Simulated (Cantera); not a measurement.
Charge: 1 mol NaCl, 40 mol H2, 96 mol N2, held at 2125 K and 13.3 mbar.

Equilibrium computed with Cantera from the NASA thermochemical tables; the gas is ideal and each condensed phase is pure. The numbers say what is thermodynamically allowed, not how fast it happens.

```json
[
 {"species": "N2", "before": "0.693", "after": "0.697"},
 {"species": "H2", "before": "0.278", "after": "0.285"},
 {"species": "H", "before": "0.0166", "after": "0.00613"},
 {"species": "Na", "before": "0.00531", "after": "0.00410"},
 {"species": "Cl", "before": "0.000223", "after": "6.37e-5"},
 {"species": "NaCl", "before": "0.00191", "after": "0.00316"},
 {"species": "HCl", "before": "0.00509", "after": "0.00404"}
]
```
Gas species are given as mole fractions.

Question: Name the change that produced these shifts.
(A) temperature from 2125 K to 1575 K
(B) pressure from 13.3 mbar to 0.100 bar
(C) pressure from 13.3 mbar to 3.20 Pa
(D) pressure from 13.3 mbar to 4.10 Pa

Answer: B, pressure from 13.3 mbar to 0.100 bar
